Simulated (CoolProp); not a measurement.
Vapour-liquid equilibrium of n-hexane (1) + toluene (2) at 129.45 °C; x and y are mole fractions of (1).

Computed with CoolProp (multi-fluid Helmholtz-energy mixture model, Thol 2019 and Lemmon 2006; pair parameters Bell 2016).

```
x     bubble pressure (bar)  y at the bubble point  dew pressure at overall composition x (bar)  liquid density (mol/L)
----  ---------------------  ---------------------  -------------------------------------------  ----------------------
0.05                  1.921                  0.160                                        1.750                   8.135
0.15                  2.349                  0.371                                        1.904                   7.924
0.25                  2.724                  0.507                                        2.085                   7.719
0.35                  3.063                  0.607                                        2.299                   7.519
0.45                  3.375                  0.686                                        2.556                   7.325
0.55                  3.670                  0.753                                        2.863                   7.136
0.65                  3.955                  0.813                                        3.228                   6.952
0.75                  4.235                  0.869                                        3.656                   6.774
0.85                  4.513                  0.922                                        4.140                   6.600
0.95                  4.794                  0.974                                        4.665                   6.431
```

No azeotrope shows between x = 0.05 and 0.95.

Pair parameters are fitted to limited data, so mixtures are less certain than the pure fluids.
